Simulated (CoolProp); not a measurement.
Properties of carbonyl sulfide along the isobar 0.101 MPa (Tc = 105.6 °C, pc = 6.369 MPa, ω = 0.098).

The numbers come from the reference Helmholtz-energy equation of state, Lemmon 2006 in CoolProp. It is a short technical equation, of lower accuracy than the large ones.

| T (°C) | phase | Z | cv (kJ/(kg K)) | speed of sound (m/s) | isothermal compressibility (1/MPa) |
|---|---|---|---|---|---|
| -83.15 | liquid | 0.003091 | 0.7242 | 1189 | 0.0009145 |
| -61.05 | liquid | 0.002874 | 0.7099 | 1085 | 0.001171 |
| -39.05 | gas | 0.9759 | 0.5023 | 200.8 | 10.15 |
| -16.95 | gas | 0.9821 | 0.5210 | 209.8 | 10.09 |
| 5.05 | gas | 0.9862 | 0.5397 | 218.2 | 10.04 |
| 27.15 | gas | 0.9891 | 0.5578 | 226.3 | 10.01 |
| 49.15 | gas | 0.9913 | 0.5748 | 234.0 | 9.989 |
| 71.25 | gas | 0.9929 | 0.5907 | 241.5 | 9.972 |
| 93.25 | gas | 0.9941 | 0.6054 | 248.7 | 9.960 |
| 115.35 | gas | 0.9951 | 0.6192 | 255.7 | 9.950 |
| 137.35 | gas | 0.9959 | 0.6319 | 262.5 | 9.942 |
| 159.45 | gas | 0.9965 | 0.6439 | 269.1 | 9.936 |
| 181.45 | gas | 0.9970 | 0.6550 | 275.6 | 9.931 |
| 203.55 | gas | 0.9974 | 0.6655 | 281.9 | 9.926 |
